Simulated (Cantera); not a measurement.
Input (Python, Cantera):

```python
import numpy as np
import cantera as ct

gas = ct.Solution("gri30.yaml")
gas.TPX = 1600, 1000000, {'CH4': 1, 'H2': 0.13, 'O2': 2.27, 'N2': 8.53}
reactor = ct.IdealGasConstPressureReactor(gas, energy="on", clone=False)
net = ct.ReactorNet([reactor])
net.rtol, net.atol = 1e-08, 1e-16
show = ['CH4', 'H2', 'O2', 'H2O2', 'CO', 'HCN']
times = np.geomspace(2e-06, 0.2, 16)

steps = ct.SolutionArray(gas, extra=["t"])
rows = []
print(f"{'t/s':>10s}{'T/K':>9s}{'P/Pa':>11s}" + "".join(f"{s:>11s}" for s in show))
for t in times:
    while net.time < t:
        t_next = net.step()
        steps.append(gas.state, t=t_next)
    rows.append([np.interp(t, steps.t, y) for y in (steps.T, steps.P, *steps(*show).X.T)])
    print(f"{t:10.3e}{rows[-1][0]:9.1f}{rows[-1][1]:11.4g}" + "".join(f"{x:11.3e}" for x in rows[-1][2:]))
rate = np.gradient(steps.T, steps.t)
print("integrator steps:", len(steps.t))
if steps.T.max() > steps.T[0] + 200:
    print(f"time of steepest temperature rise: {steps.t[rate.argmax()]:.4e} s")
gas.TPX = 1600, 1000000, {'CH4': 1, 'H2': 0.13, 'O2': 2.27, 'N2': 8.53}
gas.equilibrate("HP")
print(f"equilibrium (HP): T = {gas.T:.1f} K  " + "  ".join(f"{s} {gas[s].X[0]:.3e}" for s in show))
```

It prints:

```
       t/s      T/K       P/Pa        CH4         H2         O2       H2O2         CO        HCN
 2.000e-06   1600.0      1e+06  8.381e-02  1.090e-02  1.903e-01  1.525e-07  7.927e-09  3.118e-16
 4.309e-06   1599.9      1e+06  8.377e-02  1.089e-02  1.902e-01  3.409e-07  1.255e-07  2.260e-15
 9.283e-06   1600.3      1e+06  8.354e-02  1.088e-02  1.901e-01  6.854e-07  3.525e-06  3.343e-14
 2.000e-05   1606.8      1e+06  8.188e-02  1.085e-02  1.891e-01  2.056e-06  1.357e-04  1.189e-12
 4.309e-05   1735.9      1e+06  6.029e-02  1.591e-02  1.700e-01  2.310e-05  8.548e-03  5.871e-10
 9.283e-05   2920.9      1e+06  1.149e-14  1.004e-02  2.741e-02  1.229e-06  2.635e-02  1.397e-09
 2.000e-04   2912.7      1e+06  1.227e-14  1.018e-02  2.524e-02  1.166e-06  2.653e-02  2.301e-09
 4.309e-04   2906.5      1e+06  1.291e-14  1.030e-02  2.365e-02  1.119e-06  2.667e-02  2.976e-09
 9.283e-04   2905.1      1e+06  1.306e-14  1.032e-02  2.331e-02  1.109e-06  2.670e-02  3.123e-09
 2.000e-03   2905.1      1e+06  1.306e-14  1.032e-02  2.331e-02  1.109e-06  2.671e-02  3.126e-09
 4.309e-03   2905.1      1e+06  1.306e-14  1.032e-02  2.331e-02  1.109e-06  2.671e-02  3.126e-09
 9.283e-03   2905.1      1e+06  1.306e-14  1.032e-02  2.331e-02  1.109e-06  2.671e-02  3.126e-09
 2.000e-02   2905.1      1e+06  1.306e-14  1.032e-02  2.331e-02  1.109e-06  2.671e-02  3.126e-09
 4.309e-02   2905.1      1e+06  1.306e-14  1.032e-02  2.331e-02  1.109e-06  2.671e-02  3.126e-09
 9.283e-02   2905.1      1e+06  1.306e-14  1.032e-02  2.331e-02  1.109e-06  2.671e-02  3.126e-09
 2.000e-01   2905.1      1e+06  1.306e-14  1.032e-02  2.331e-02  1.109e-06  2.671e-02  3.126e-09
integrator steps: 1779
time of steepest temperature rise: 4.8317e-05 s
equilibrium (HP): T = 2905.1 K  CH4 1.686e-14  H2 1.032e-02  O2 2.331e-02  H2O2 1.109e-06  CO 2.671e-02  HCN 3.126e-09
```

Cantera simulation using GRI-Mech 3.0 (53 species, 325 reactions); the numbers are that mechanism's predictions, not measurements.
